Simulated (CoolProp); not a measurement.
Chloromethane (R40) along the isotherm 472 K: Z from the reference equation and from simpler models built on Tc = 418.6 K, pc = 6.929 MPa, ω = 0.150; each cubic takes its own stable root.

The numbers come from the reference Helmholtz-energy equation of state, Thol 2014 in CoolProp.

| p (MPa) | phase | reference |
|---|---|---|
| 0.0548 | gas | 0.9981 |
| 0.0974 | gas | 0.9965 |
| 0.173 | gas | 0.9938 |
| 0.308 | gas | 0.9890 |
| 0.548 | gas | 0.9804 |
| 0.974 | gas | 0.9649 |
| 1.73 | gas | 0.9369 |
| 3.08 | gas | 0.8850 |
| 5.48 | gas | 0.7857 |
| 9.74 | supercritical | 0.5829 |
| 17.3 | supercritical | 0.4441 |

**Question.** How far does each simpler model (van der Waals, Redlich-Kwong, Soave-Redlich-Kwong, Peng-Robinson) lie from the reference over these 11 states: mean and median of the absolute difference, and the worst?

**Answer.** 
- van der Waals: mean 2.7 %, median 0.3 %, worst +19.3 % at 472 K and 17.3 MPa
- Redlich-Kwong: mean 1.0 %, median 0.1 %, worst +9.4 % at 472 K and 17.3 MPa
- Soave-Redlich-Kwong: mean 2.2 %, median 0.2 %, worst +14.8 % at 472 K and 17.3 MPa
- Peng-Robinson: mean 0.8 %, median 0.2 %, worst +5.9 % at 472 K and 17.3 MPa
